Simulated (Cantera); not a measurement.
Charge: 1 mol AlCl3, 0.56 mol NH3, a varied amount of H2, at 875 °C and 7.50 Torr.

These are equilibrium values from Cantera (NASA tables, ideal gas, pure condensed phases), not measurements of a reactor. Candidate condensed phases: Al, AlCl3, AlN, NH4Cl; 20 gas species. The tables' values for AlCl2 are old estimates; treat these amounts as uncertain. Rates play no part.

x: gas mole fraction; n: condensed amount in mol.

```csv
n(H2) (mol),x H2,x HCl,x AlCl3,x N2,x AlCl,x AlCl2,n AlN(s)
71,0.972,0.0209,0.00667,0.000355,1.36e-5,4.50e-5,0.508
83,0.976,0.0184,0.00558,0.000233,1.47e-5,4.29e-5,0.520
97,0.979,0.0161,0.00468,0.000149,1.61e-5,4.11e-5,0.531
110,0.981,(withheld),(withheld),(withheld),(withheld),3.99e-5,0.537
130,0.984,0.0124,0.00339,5.87e-5,1.97e-5,3.87e-5,0.544
160,0.987,0.0103,0.00271,2.88e-5,2.32e-5,3.75e-5,0.551
180,0.988,0.00920,0.00239,1.90e-5,2.56e-5,3.70e-5,0.553
210,0.990,0.00795,0.00203,1.09e-5,2.91e-5,3.64e-5,0.555
250,0.992,0.00673,0.00169,5.81e-6,3.38e-5,3.57e-5,0.557
290,0.993,(withheld),(withheld),(withheld),(withheld),3.51e-5,0.558
340,0.994,0.00502,0.00121,1.93e-6,4.37e-5,3.44e-5,0.559
400,0.995,0.00430,0.00101,1.09e-6,4.98e-5,3.36e-5,0.559
470,0.995,0.00370,0.000844,6.32e-7,5.62e-5,3.26e-5,0.559
```

**Question.** Complete the blanks.

**Answer.** 
- 110, x HCl: 0.0145
- 110, x AlCl3: 0.00407
- 110, x N2: 0.000101
- 110, x AlCl: 1.75e-5
- 290, x HCl: 0.00584
- 290, x AlCl3: 0.00144
- 290, x N2: 3.40e-6
- 290, x AlCl: 3.83e-5
